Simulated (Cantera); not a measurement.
Input: 1 mol BCl3, 8.9 mol H2O, 0.15 mol N2, 0.069 mol O2, held at 1175 K and 0.000140 bar.

Equilibrium computed with Cantera from the NASA thermochemical tables; the gas is ideal and each condensed phase is pure. Candidate condensed phases: B, BN, B2O3, B3O3H3, H2O, NH4Cl; 49 gas species. The numbers say what is thermodynamically allowed, not how fast it happens.

Base state: H2O 0.663, HCl 0.276, HBO2 0.0398, N2 0.0138, O2 0.00609, Cl 0.00108, (HBO2)3 8.22e-5, B2O3 2.85e-5 (mole fractions); condensed: B2O3(l).

Problem. What changes in the equilibrium state with this change: pressure from 0.000140 bar to 0.00110 bar?

Solution. 
| species | before | after |
|---|---|---|
| H2O | 0.663 | 0.685 |
| HCl | 0.276 | 0.280 |
| HBO2 | 0.0398 | 0.0144 |
| N2 | 0.0138 | 0.0140 |
| B2O3 | 2.85e-5 | 3.63e-6 |
| (HBO2)3 | 8.22e-5 | 0.000241 |
| Cl2 | 1.24e-5 | 3.52e-5 |
| Cl | 0.00108 | 0.000647 |
| B2O3(l), mol | 0.283 | 0.419 |
Gases not in the tables: H3BO3.

Problem. What changes in the equilibrium state with this change: temperature from 1175 K to 2400 K?

Solution. 
```
species        before     after
------------  -------  --------
H             2.40e-8     0.412
O             9.63e-8     0.148
Cl            0.00108     0.105
H2O             0.663    0.0626
HCl             0.276    0.0336
BO              <1e-9    0.0170
H2            5.37e-6    0.0940
BO2           1.59e-6    0.0136
OH            2.07e-5    0.0505
O2            0.00609    0.0409
HBO2           0.0398    0.0141
N2             0.0138   0.00656
HBO             <1e-9  0.000372
(HBO2)3       8.22e-5     <1e-9
NO            3.63e-6  0.000770
B2O3(l), mol    0.283         0
```
The tables' values for BOCl are old estimates; treat these amounts as uncertain.
